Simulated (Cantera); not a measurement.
A Cantera script and its output.

```python
import numpy as np
import cantera as ct

gas = ct.Solution("gri30.yaml")


def delay(T, t_max=10):
    gas.TPX = T, 270000, {'C3H8': 1, 'O2': 3.57, 'N2': 13.4}
    reactor = ct.IdealGasReactor(gas, clone=False)
    net = ct.ReactorNet([reactor])
    net.rtol, net.atol = 1e-8, 1e-16
    while net.time < t_max:
        t_old, T_old = net.time, reactor.T
        net.step()
        if reactor.T > T + 400:  # ignition: a rise of 400 K
            return t_old + (T + 400 - T_old) / (reactor.T - T_old) * (net.time - t_old)
    return np.nan


taus = []
for T in [1048, 1123, 1198, 1273, 1348, 1423, 1498, 1573]:
    taus.append(delay(T))
    print(f"T0 = {T:6g} K   tau = {taus[-1]:.4e} s")
```

It prints:

```
T0 =   1048 K   tau = 9.2528e-02 s
T0 =   1123 K   tau = 1.8120e-02 s
T0 =   1198 K   tau = 3.7765e-03 s
T0 =   1273 K   tau = 9.1007e-04 s
T0 =   1348 K   tau = 2.6506e-04 s
T0 =   1423 K   tau = 9.4007e-05 s
T0 =   1498 K   tau = 4.0026e-05 s
T0 =   1573 K   tau = 1.9976e-05 s
```

Detailed kinetics in Cantera: GRI-Mech 3.0 (53 species, 325 reactions). GRI-Mech 3.0 was tuned for natural gas; its chemistry of propane as a main component is partial and can be far from experiment.
